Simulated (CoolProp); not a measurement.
Vapour-liquid equilibrium of acetone (1) + n-hexane (2) at 16.7 kPa; x and y are mole fractions of (1).

Values from CoolProp's multi-fluid Helmholtz-energy mixture model, Lemmon 2006 and Thol 2019; pair parameters Bell 2016.

```json
[
 {"x": "0.05", "bubble temperature (°C)": "13.7", "y at the bubble point": "0.306", "dew temperature at overall composition x (°C)": "19.7", "liquid density (mol/L)": "7.881"},
 {"x": "0.2", "bubble temperature (°C)": "6.7", "y at the bubble point": "0.553", "dew temperature at overall composition x (°C)": "16.4", "liquid density (mol/L)": "8.515"},
 {"x": "0.35", "bubble temperature (°C)": "5.4", "y at the bubble point": "0.598", "dew temperature at overall composition x (°C)": "12.6", "liquid density (mol/L)": "9.186"},
 {"x": "0.5", "bubble temperature (°C)": "5.3", "y at the bubble point": "0.605", "dew temperature at overall composition x (°C)": "8.3", "liquid density (mol/L)": "9.966"},
 {"x": "0.65", "bubble temperature (°C)": "5.3", "y at the bubble point": "0.612", "dew temperature at overall composition x (°C)": "5.7", "liquid density (mol/L)": "10.90"},
 {"x": "0.8", "bubble temperature (°C)": "5.7", "y at the bubble point": "0.652", "dew temperature at overall composition x (°C)": "8.2", "liquid density (mol/L)": "12.01"},
 {"x": "0.95", "bubble temperature (°C)": "8.7", "y at the bubble point": "0.833", "dew temperature at overall composition x (°C)": "10.8", "liquid density (mol/L)": "13.31"}
]
```

y crosses x between x = 0.5 and 0.65: the model has an azeotrope there.

Pair parameters are fitted to limited data, so mixtures are less certain than the pure fluids.
